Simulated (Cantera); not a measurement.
## Equilibrium for silicon carbide growth: SiHCl3 + C2H2 + H2

Feed: 1 mol SiHCl3, 0.66 mol C2H2, 380 mol H2, at 0.0110 bar.

Cantera equilibrium calculation (NASA polynomials, part measured and part estimated; ideal gas, pure solids and liquids). Candidate condensed phases: C, C6H6, C7H8, C8H18, Si, SiC; 109 gas species. Rates play no part.

At 975 K the condensed part is SiC(s). From 1075 K to 1875 K the condensed part is C(graphite) + SiC(s). The main Si-bearing gas is SiCl4 at 975 K and Si at 1875 K.

```
T (K)   x H2    x HCl       x H     x CH4  x C2H2 (acetylene)      x Cl      x Si  n SiC(s)  n C(graphite)
-----  -----  -------  --------  --------  ------------------  --------  --------  --------  -------------
975    0.991  0.00784   1.09e-8  0.000837            2.15e-10  8.09e-11    <1e-12     1.000              0
1075   0.992  0.00784   1.39e-7  0.000488             7.46e-9  9.96e-10    <1e-12     1.000          0.133
1175   0.992  0.00784   1.16e-6  0.000207             6.32e-8   8.04e-9    <1e-12     1.000          0.241
1275   0.992  0.00784   7.00e-6  0.000100             3.81e-7   4.70e-8  4.54e-12     1.000          0.281
1375   0.992  0.00784   3.25e-5   5.39e-5             1.76e-6   2.13e-7  1.60e-10     1.000          0.298
1475   0.992  0.00784  0.000123   3.15e-5             6.62e-6   7.88e-7   3.45e-9     1.000          0.303
1575   0.992  0.00783  0.000395   1.97e-5             2.09e-5   2.48e-6   5.03e-8     0.999          0.297
1675   0.991  0.00782   0.00110   1.30e-5             5.75e-5   6.79e-6   5.30e-7     0.999          0.272
1775   0.989  0.00780   0.00274   9.01e-6            0.000141   1.66e-5   4.28e-6     0.996          0.212
1875   0.986  0.00777   0.00620   6.47e-6            0.000312   3.70e-5   2.76e-5     0.985         0.0922
```
x: gas mole fraction; n: condensed amount in mol.
